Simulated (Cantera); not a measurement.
Feed: 1 mol HBr, 0.023 mol O₂, held at 210 Pa.

Cantera equilibrium calculation (NASA polynomials, part measured and part estimated; ideal gas, pure solids and liquids). Candidate condensed phases: Br₂, H₂O; 12 gas species. Equilibrium is a limit: real reactors are often held back by kinetics, nucleation or transport.

**Question.** At 1198 K, list the 5 most abundant gas species with their mole fractions, and the condensed phases.

**Answer.** HBr 0.873, Br 0.0749, H₂O 0.0443, Br₂ 0.00721, H₂ 0.000410. Condensed: gas only.
